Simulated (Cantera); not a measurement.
What does this Cantera script print?

```python
import numpy as np
import cantera as ct

gas_names = [...]  # 123 gases of nasa_gas.yaml made of C, H, O, Si
cond_names = """
    C(gr) C6H6(L) C7H8(L) C8H18(L),n-octa H2O(s) H2O(L) Si(cr) Si(L) SiC(b) SiO2(Lqz) SiO2(hqz) SiO2(L)
""".split()


# ... load() reads the species with a 1 bar reference pressure and builds the phases ...
atoms = {
    'SiC': {'Si': 1, 'C': 1},
    'H2O': {'H': 2, 'O': 1},
    'H2': {'H': 2},
    'O2': {'O': 2},
}
top_T = {'C(gr)': 4500, 'SiC(b)': 3050}  # K; cautious upper limits of use, not melting points


# ... equilibrate(T, P, feed) seeds the gas with the atoms and calls Mixture.equilibrate('TP', solver="vcs", rtol=1e-11, max_steps=5000) ...
results = []
feed = {'SiC': 1, 'H2O': 4.8, 'H2': 17, 'O2': 0.0013}  # mol
P = 720000  # Pa
for T in [1198, 1273, 1348, 1423, 1498, 1573, 1648, 1723, 1798, 1873, 1948, 2023, 2098, 2173]:
    mix = equilibrate(T, P, feed)
    results.append((T, P, feed, dict(zip(mix.species_names, mix.species_moles))))

top = {s: max(r[3][s] / sum(r[3][g] for g in gas_names) for r in results) for s in gas_names}
cols = sorted((s for s in top if top[s] > 0.001), key=lambda s: -top[s])[:8]
seen = [c for c in cond_names if any(r[3].get(c, 0) > 1e-12 for r in results)]
print("log10 of partial pressures in bar; condensed amounts in mol")
print(f"{'T/K':>10s}" + "".join(f"{s[:9]:>10s}" for s in cols + seen))
for T, P, feed, n in results:
    ng = sum(n[g] for g in gas_names)
    print(f"{T:10.4g}" + "".join(f"{np.log10(max(n[s] / ng * P / 1e5, 1e-99)):10.3f}" for s in cols)
          + "".join(f"{n.get(c, 0):10.4g}" for c in seen))
```

Output:

```
log10 of partial pressures in bar; condensed amounts in mol
       T/K        H2       H2O        CO       CH4       CO2         H       SiO SiO2(hqz)   SiO2(L)
      1198     0.798    -0.220    -0.590    -1.348    -1.743    -6.322   -12.529         1         0
      1273     0.800    -0.244    -0.542    -1.849    -1.805    -5.747   -11.098         1         0
      1348     0.801    -0.251    -0.526    -2.340    -1.869    -5.235    -9.845         1         0
      1423     0.801    -0.252    -0.519    -2.794    -1.928    -4.777    -8.734         1         0
      1498     0.801    -0.252    -0.516    -3.205    -1.981    -4.364    -7.738         1         0
      1573     0.801    -0.252    -0.514    -3.579    -2.028    -3.990    -6.840         1         0
      1648     0.801    -0.251    -0.513    -3.918    -2.070    -3.650    -6.027         1         0
      1723     0.801    -0.251    -0.512    -4.227    -2.109    -3.339    -5.291         0         1
      1798     0.801    -0.250    -0.511    -4.510    -2.143    -3.053    -4.625         0    0.9999
      1873     0.801    -0.250    -0.510    -4.769    -2.174    -2.790    -4.015         0    0.9997
      1948     0.801    -0.249    -0.509    -5.007    -2.202    -2.547    -3.455         0    0.9989
      2023     0.800    -0.249    -0.509    -5.228    -2.227    -2.321    -2.940         0    0.9964
      2098     0.800    -0.247    -0.509    -5.434    -2.249    -2.112    -2.464         0    0.9891
      2173     0.799    -0.243    -0.509    -5.630    -2.266    -1.917    -2.027         0    0.9701
```

Method: chemical equilibrium by Gibbs-energy minimisation in Cantera with the NASA 1993 tables (ideal gas, pure condensed phases). The tables hold silica as quartz up to 1696 K and as liquid above; real silica turns to tridymite and cristobalite and melts near 1996 K. Gases not in the tables: Si(OH)4.
